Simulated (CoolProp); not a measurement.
Saturation properties of chlorine (Tc = 143.7 °C, pc = 7.642 MPa, ω = 0.070).

Computed with CoolProp (reference Helmholtz-energy equation of state, Thol 2021).

| T (°C) | p (MPa) | liquid density (kg/m³) | vapour density (kg/m³) | enthalpy of vaporisation (kJ/kg) | liquid cp (kJ/(kg K)) |
|---|---|---|---|---|---|
| -28.65 | 0.1273 | 1549 | 4.581 | 283.9 | 0.9426 |
| -21.75 | 0.1684 | 1530 | 5.939 | 279.8 | 0.9457 |
| -14.85 | 0.2193 | 1510 | 7.586 | 275.6 | 0.9497 |
| -7.95 | 0.2812 | 1491 | 9.559 | 271.3 | 0.9546 |
| -1.05 | 0.3556 | 1471 | 11.90 | 266.8 | 0.9604 |
| 5.85 | 0.4440 | 1451 | 14.65 | 262.1 | 0.9674 |
| 12.65 | 0.5464 | 1430 | 17.81 | 257.2 | 0.9753 |
| 19.55 | 0.6672 | 1410 | 21.52 | 252.1 | 0.9845 |
| 26.45 | 0.8067 | 1388 | 25.80 | 246.8 | 0.9951 |
| 33.35 | 0.9666 | 1366 | 30.70 | 241.2 | 1.007 |
| 40.25 | 1.148 | 1344 | 36.30 | 235.3 | 1.021 |
| 47.15 | 1.354 | 1321 | 42.67 | 229.1 | 1.037 |
| 54.05 | 1.584 | 1297 | 49.89 | 222.6 | 1.055 |

It boils at -34.0 °C under 1 atm.
